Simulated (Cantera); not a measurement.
Charge: 1 mol PbO, 0.98 mol CO, 6.5 mol N2, equilibrated at 75.0 Torr.

Method: chemical equilibrium by Gibbs-energy minimisation in Cantera with the NASA 1993 tables (ideal gas, pure condensed phases). Candidate condensed phases: C, Pb, PbO, PbO2, Pb3O4; 27 gas species. Each liquid is taken as pure. Mutual solubility and eutectic melting of coexisting phases are not modelled. Gases not in the tables: (PbO)n polymers. Kinetics and transport are ignored.

Which condensed phases are stable at each of these points (T (°C)): 427, 477, 527, 577, 627, 677, 727, 777, 827, 877, 927, 977, 1027, 1077?


```
T (°C)     condensed phases  Pb condensed (%)
------  -------------------  ----------------
427        Pb(l) + PbO(red)             100.0
477        Pb(l) + PbO(red)             100.0
527     Pb(l) + PbO(yellow)             100.0
577     Pb(l) + PbO(yellow)             100.0
627     Pb(l) + PbO(yellow)             100.0
677     Pb(l) + PbO(yellow)             100.0
727     Pb(l) + PbO(yellow)              99.9
777     Pb(l) + PbO(yellow)              99.6
827     Pb(l) + PbO(yellow)              99.0
877     Pb(l) + PbO(yellow)              97.7
927          Pb(l) + PbO(l)              94.6
977          Pb(l) + PbO(l)              88.5
1027                  Pb(l)              77.6
1077                  Pb(l)              59.0
```

From 427 °C to 477 °C the condensed part is Pb(l) + PbO(red). From 527 °C to 877 °C the condensed part is Pb(l) + PbO(yellow). From 927 °C to 977 °C the condensed part is Pb(l) + PbO(l). From 1027 °C to 1077 °C the condensed part is Pb(l).
